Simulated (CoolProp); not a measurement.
Properties of toluene at several states (Tc = 591.7 K, pc = 4.126 MPa, ω = 0.266).

Model: reference Helmholtz-energy equation of state, Lemmon 2006, in CoolProp. It is a short technical equation, of lower accuracy than the large ones.

```tsv
T (K)	p (MPa)	phase	cp (kJ/(kg K))	isothermal compressibility (1/MPa)	expansivity (1/kK)	Prandtl number	fugacity coefficient
345.4	0.537	liquid	1.861	0.001307	?	?	0.05517
361.7	19.6	liquid	1.889	0.001151	?	5.42	?
509.9	6.22	liquid	?	?	2.124	3.47	0.2089
```

### Question
Fill in the missing entries.

### Answer

- 345.4, expansivity (1/kK): 1.183
- 345.4, Prandtl number: 5.39
- 361.7, expansivity (1/kK): 1.050
- 361.7, fugacity coefficient: 0.005388
- 509.9, cp (kJ/(kg K)): 2.482
- 509.9, isothermal compressibility (1/MPa): 0.006251

Viscosity comes from a separate model (Avgeri 2015). Thermal conductivity comes from a separate model (Assael 2012).
